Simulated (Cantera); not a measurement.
Input: 1 mol SiCl₄, 6.6 mol NH₃, held at 1.33 mbar.

Cantera equilibrium calculation (NASA polynomials, part measured and part estimated; ideal gas, pure solids and liquids). Candidate condensed phases: NH₄Cl, Si, Si₃N₄; 28 gas species. The tables' values for SiCl, SiCl₃, SiN are old estimates; treat these amounts as uncertain. Gases not in the tables: Si₂H₆ and higher silanes. Equilibrium is a limit: real reactors are often held back by kinetics, nucleation or transport.

x: gas mole fraction; n: condensed amount in mol.

```csv
T (K),x H₂,x HCl,x N₂,x SiCl₂,x H,x Si,n Si₃N₄(s)
825,0.552,0.261,0.184,3.90e-9,1.61e-10,<1e-12,0.315
925,0.549,0.266,0.183,2.71e-7,5.28e-9,<1e-12,0.322
1025,0.547,0.269,0.182,8.07e-6,8.83e-8,<1e-12,0.325
1125,0.546,0.270,0.182,0.000129,9.00e-7,<1e-12,0.326
1225,0.547,0.268,0.183,0.00127,6.31e-6,1.03e-11,0.321
1325,0.551,0.253,0.186,0.00780,3.32e-5,1.73e-9,(withheld)
1425,0.563,0.211,0.197,0.0272,0.000140,1.37e-7,(withheld)
1525,0.580,0.152,0.212,0.0550,0.000493,5.95e-6,(withheld)
1625,0.585,0.131,0.217,0.0650,0.00148,7.72e-5,0
1725,0.582,0.132,0.216,0.0644,0.00388,0.000477,0
1825,0.574,0.135,0.215,0.0616,0.00914,0.00223,0
1925,0.557,0.143,0.213,0.0543,0.0195,0.00739,0
2025,0.526,0.156,0.208,0.0419,0.0382,0.0170,0
```

Q: What belongs in the gaps?

A: 
- 1325, n Si₃N₄(s): 0.288
- 1425, n Si₃N₄(s): 0.192
- 1525, n Si₃N₄(s): 0.0521
